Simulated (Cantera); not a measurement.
A closed system holds: 1 mol SiCl4, 17 mol N2, 1.6 mol H2, at 1225 K and 2.48 Torr.

These are equilibrium values from Cantera (NASA tables, ideal gas, pure condensed phases), not measurements of a reactor. Candidate condensed phases: NH4Cl, Si, Si3N4; 28 gas species. N2 is the only nitrogen source here; it is nearly inert below about 1500 K, so the nitride shown seldom forms there in practice. The tables' values for SiCl3 are old estimates; treat these amounts as uncertain. Kinetics and transport are ignored.

Base state: N2 0.837, HCl 0.124, H2 0.0185, SiCl4 0.0171, SiCl3 0.00186, SiCl2 0.00160, SiHCl3 7.94e-5 (mole fractions); condensed: Si3N4(s).

**Question.** What changes in the equilibrium state with this change: SiCl4 replaced by SiH2Cl2?

**Answer.** 
| species | before | after |
|---|---|---|
| N2 | 0.837 | 0.820 |
| HCl | 0.124 | 0.0981 |
| H2 | 0.0185 | 0.0814 |
| SiCl4 | 0.0171 | 0.000349 |
| SiCl3 | 0.00186 | 0.000101 |
| SiHCl3 | 7.94e-5 | 9.03e-6 |
| SiCl2 | 0.00160 | 0.000230 |
| Si3N4(s), mol | 0.197 | 0.329 |

**Question.** What changes in the equilibrium state with this change: H2 from 1.6 to 18 mol?

**Answer.** 
```tsv
species	before	after
N2	0.837	0.450
H2	0.0185	0.441
HCl	0.124	0.110
SiCl4	0.0171	2.78e-5
SiCl2	0.00160	7.94e-5
SiCl3	0.00186	1.67e-5
SiHCl3	7.94e-5	3.48e-6
Si3N4(s), mol	0.197	0.332
```
